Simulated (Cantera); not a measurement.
**Pyrogenic steam for wet oxidation**

An isothermal, constant-pressure homogeneous reactor starts with 6.67 % H₂, 6.67 % O₂, 86.7 % N₂, equivalence ratio 0.50, at 900 K and 100.0 Torr.

Model: the H2/O2 subset of GRI-Mech 3.0, which has no nitrogen chemistry, integrated in Cantera. Radical loss at walls, strong at low pressure, is not modelled. Below about 950 K walls govern HO2 and H2O2 in real vessels. The temperature is held fixed by assumption; the heat of reaction is taken as removed at once.

```json
[
 {"t (s)": "1.00e-6", "x H₂": "0.0667", "x O₂": "0.0667", "x HO₂": "<1e-12", "x H": "<1e-12", "x H₂O₂": "<1e-12"},
 {"t (s)": "6.76e-6", "x H₂": "0.0667", "x O₂": "0.0667", "x HO₂": "<1e-12", "x H": "<1e-12", "x H₂O₂": "<1e-12"},
 {"t (s)": "4.57e-5", "x H₂": "0.0667", "x O₂": "0.0667", "x HO₂": "<1e-12", "x H": "<1e-12", "x H₂O₂": "<1e-12"},
 {"t (s)": "0.000309", "x H₂": "0.0667", "x O₂": "0.0667", "x HO₂": "7.68e-12", "x H": "7.92e-12", "x H₂O₂": "<1e-12"},
 {"t (s)": "0.00209", "x H₂": "0.0667", "x O₂": "0.0667", "x HO₂": "7.39e-10", "x H": "1.56e-9", "x H₂O₂": "<1e-12"},
 {"t (s)": "0.0141", "x H₂": "0.00244", "x O₂": "0.0356", "x HO₂": "5.91e-6", "x H": "0.000348", "x H₂O₂": "4.64e-7"},
 {"t (s)": "0.0956", "x H₂": "0.000244", "x O₂": "0.0346", "x HO₂": "2.33e-6", "x H": "1.28e-6", "x H₂O₂": "3.13e-7"},
 {"t (s)": "0.647", "x H₂": "2.56e-5", "x O₂": "0.0345", "x HO₂": "4.82e-7", "x H": "2.80e-8", "x H₂O₂": "9.96e-8"},
 {"t (s)": "4.37", "x H₂": "4.08e-7", "x O₂": "0.0345", "x HO₂": "1.05e-8", "x H": "1.47e-10", "x H₂O₂": "3.09e-9"},
 {"t (s)": "29.6", "x H₂": "3.98e-10", "x O₂": "0.0345", "x HO₂": "1.47e-10", "x H": "<1e-12", "x H₂O₂": "3.57e-10"},
 {"t (s)": "200", "x H₂": "3.35e-11", "x O₂": "0.0345", "x HO₂": "2.36e-11", "x H": "<1e-12", "x H₂O₂": "5.17e-11"}
]
```
x: mole fraction; the columns are a selection and need not sum to one.

Equilibrium at this temperature and pressure: H₂ 3.27e-12, O₂ 0.0345, HO₂ 2.04e-11, H <1e-12, H₂O₂ 3.18e-12 (gas phase only).
